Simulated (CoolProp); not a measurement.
Nitrogen along the isobar 20000 kPa: Z from the reference equation and from simpler models built on Tc = 126.2 K, pc = 3396 kPa, ω = 0.037; each cubic takes its own stable root.

The numbers come from the reference Helmholtz-energy equation of state, Span 2000 in CoolProp.

```csv
T (K),phase,reference
106.7,liquid,0.8535
135.9,supercritical,0.7969
165.1,supercritical,0.8206
194.2,supercritical,0.8903
223.4,supercritical,0.9592
252.6,supercritical,1.009
281.8,supercritical,1.042
311,supercritical,1.064
340.1,supercritical,1.078
```

Question: How far does each simpler model (Redlich-Kwong, Peng-Robinson) lie from the reference over these 9 states: mean and median of the absolute difference, and the worst?

Answer: 
- Redlich-Kwong: mean 1.5 %, median 1.3 %, worst -2.6 % at 340.1 K and 20000 kPa
- Peng-Robinson: mean 4.9 %, median 3.3 %, worst -11.5 % at 106.7 K and 20000 kPa
